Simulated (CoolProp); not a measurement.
R1234ze(Z) along the isobar 4.25 MPa: Z from the reference equation and from simpler models built on Tc = 423.3 K, pc = 3.531 MPa, ω = 0.327; each cubic takes its own stable root.

Model: reference Helmholtz-energy equation of state, Akasaka 2019, in CoolProp.

| T (K) | phase | reference |
|---|---|---|
| 298.5 | liquid | 0.1578 |
| 307.9 | liquid | 0.1560 |
| 317.3 | liquid | 0.1546 |
| 326.8 | liquid | 0.1534 |
| 336.2 | liquid | 0.1527 |
| 345.6 | liquid | 0.1523 |
| 355.1 | liquid | 0.1524 |
| 364.5 | liquid | 0.1530 |
| 374 | liquid | 0.1542 |
| 383.4 | liquid | 0.1561 |
| 392.8 | liquid | 0.1592 |
| 402.3 | liquid | 0.1639 |
| 411.7 | liquid | 0.1714 |
| 421.1 | liquid | 0.1851 |
| 430.6 | supercritical | 0.2272 |
| 440 | supercritical | 0.4126 |

Problem. How far does each simpler model (van der Waals, Peng-Robinson) lie from the reference over these 16 states: mean and median of the absolute difference, and the worst?

Solution. 
- van der Waals: mean 70.8 %, median 77.7 %, worst +83.1 % at 298.5 K and 4.25 MPa
- Peng-Robinson: mean 12.2 %, median 10.0 %, worst +24.9 % at 430.6 K and 4.25 MPa
